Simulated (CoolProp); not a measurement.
Vapour-liquid equilibrium of cyclohexane (1) + toluene (2) at 10.7 bar; x and y are mole fractions of (1).

Computed with CoolProp (multi-fluid Helmholtz-energy mixture model, Zhou 2014 and Lemmon 2006; pair parameters Bell 2016).

```json
[
 {"x": "0.05", "bubble temperature (K)": "491.2", "y at the bubble point": "0.083", "dew temperature at overall composition x (K)": "492.4", "liquid density (mol/L)": "7.036"},
 {"x": "0.2", "bubble temperature (K)": "483.5", "y at the bubble point": "0.296", "dew temperature at overall composition x (K)": "487.0", "liquid density (mol/L)": "7.066"},
 {"x": "0.35", "bubble temperature (K)": "477.2", "y at the bubble point": "0.469", "dew temperature at overall composition x (K)": "481.6", "liquid density (mol/L)": "7.082"},
 {"x": "0.5", "bubble temperature (K)": "471.8", "y at the bubble point": "0.612", "dew temperature at overall composition x (K)": "476.0", "liquid density (mol/L)": "7.089"},
 {"x": "0.65", "bubble temperature (K)": "467.3", "y at the bubble point": "0.737", "dew temperature at overall composition x (K)": "470.4", "liquid density (mol/L)": "7.091"},
 {"x": "0.8", "bubble temperature (K)": "463.5", "y at the bubble point": "0.852", "dew temperature at overall composition x (K)": "465.2", "liquid density (mol/L)": "7.092"},
 {"x": "0.95", "bubble temperature (K)": "460.1", "y at the bubble point": "0.963", "dew temperature at overall composition x (K)": "460.5", "liquid density (mol/L)": "7.097"}
]
```

No azeotrope shows between x = 0.05 and 0.95.

The pair parameters rest on a limited set of measurements; away from them the model extrapolates.
